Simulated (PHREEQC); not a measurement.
PHREEQC input (ion-association model, phreeqc.dat):

```
SOLUTION_SPECIES
  SO4-2 + 9 H+ + 8 e- = HS- + 4 H2O  # shut off: sulfate is not reduced
    -log_k -100
    -delta_h 0
    -analytic -100
SOLUTION 1
  temp 25
  units mol/kgw
  pH 7 charge
  S(6) 0.057
  Na 0.114
END
SELECTED_OUTPUT 1
  -reset false
  -pH true
  -pe true
  -ionic_strength true
  -water true
  -totals Na S S(-2) S(6) Hdg Ntg
  -molalities H+ Na+ SO4-2 OH- HSO4- S-2 HS- H2S NaOH NaSO4-
USER_PUNCH 1
  -headings p_Hdg(g) phi_Hdg(g) p_Ntg(g) phi_Ntg(g) p_H2O(g) phi_H2O(g) density
  10 PUNCH PR_P("Hdg(g)"), PR_PHI("Hdg(g)"), PR_P("Ntg(g)"), PR_PHI("Ntg(g)"), PR_P("H2O(g)"), PR_PHI("H2O(g)"), RHO
PRINT
  -reset false
USE solution 1
REACTION_TEMPERATURE 1
  60
GAS_PHASE 1
  -fixed_pressure
  -pressure 2
  -temperature 60
  -volume 20
  Hdg(g) 1
  Ntg(g) 1
  H2O(g) 0
END
# ... the last block is repeated for the other 12 points of P (atm)
```

Selected output (columns that matter, 13 of 13 rows; P (atm) added in front):

```
P (atm)	pH	mu	Na	S	Hdg	Ntg	m_H+	p_Hdg(g)	phi_Hdg(g)	p_Ntg(g)	phi_Ntg(g)	p_H2O(g)	phi_H2O(g)	density
2	6.812	0.15306	0.11433	0.057164	0.00063181	0.00042151	1.9324e-07	0.90144	1.0007	0.9017	1.0001	0.19686	0.99159	0.99021
5	6.811	0.15303	0.11431	0.057156	0.0016785	0.0011183	1.9365e-07	2.4003	1.0016	2.401	0.99966	0.19877	0.98405	0.99032
10	6.8095	0.15301	0.11431	0.057155	0.0034129	0.0022689	1.9433e-07	4.8983	1.0032	4.8998	0.99916	0.20193	0.97184	0.99049
20	6.8064	0.15299	0.11432	0.057158	0.0068447	0.0045308	1.9569e-07	9.8943	1.0065	9.8974	0.99839	0.2083	0.94835	0.99084
30	6.8033	0.15297	0.11432	0.057162	0.010228	0.0067424	1.9706e-07	14.89	1.0098	14.895	0.99787	0.21474	0.92598	0.99119
40	6.8002	0.15296	0.11433	0.057166	0.013563	0.0089061	1.9844e-07	19.886	1.0132	19.893	0.99758	0.22126	0.90465	0.99154
50	6.7971	0.15294	0.11434	0.057171	0.016852	0.011024	1.9983e-07	24.882	1.0167	24.89	0.99751	0.22784	0.88433	0.99189
75	6.7894	0.15289	0.11436	0.057182	0.024877	0.016133	2.0336e-07	37.372	1.0257	37.384	0.99827	0.24454	0.83758	0.99276
100	6.7817	0.15284	0.11439	0.057193	0.03263	0.020998	2.0694e-07	49.861	1.035	49.877	1.0003	0.26155	0.79608	0.99363
150	6.7662	0.15271	0.11443	0.057214	0.047373	0.0301	2.143e-07	74.84	1.0546	74.864	1.0078	0.29619	0.72637	0.99538
200	6.7508	0.15257	0.11447	0.057234	0.061172	0.038496	2.2192e-07	99.818	1.0754	99.851	1.0196	0.33128	0.67097	0.99713
300	6.7199	0.15223	0.11454	0.05727	0.086241	0.053645	2.3796e-07	149.77	1.1208	149.82	1.0539	0.40132	0.59104	1.0006
400	6.6891	0.15181	0.1146	0.057299	0.10835	0.067127	2.551e-07	199.73	1.171	199.8	1.1006	0.46952	0.53883	1.0041
```

Complexes and solids missing from the database can't appear. Constants without temperature data keep their 25 °C values here.
